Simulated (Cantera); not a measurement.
Input: 1 mol Pb, 3.9 mol CO, a varied amount of N₂, at 1 atm.

Cantera equilibrium calculation (NASA polynomials, part measured and part estimated; ideal gas, pure solids and liquids). Candidate condensed phases: C, Pb, PbO, PbO₂, Pb₃O₄; 27 gas species. Kinetics and transport are ignored.

Problem. What condenses at these points (T in K, n(N₂) in mol): (1473, 57); (1173, 57); (1423, 57); (1073, 2.6); (1423, 1.8); (1073, 57)?

Solution. 
| T (K) | n(N₂) in mol | condensed phases | Pb condensed (%) |
|---|---|---|---|
| 1473 | 57 | gas only | 0.0 |
| 1173 | 57 | C + Pb | 97.5 |
| 1423 | 57 | Pb | 31.9 |
| 1073 | 2.6 | C + Pb | 100.0 |
| 1423 | 1.8 | C + Pb | 93.6 |
| 1073 | 57 | C + Pb | 99.6 |
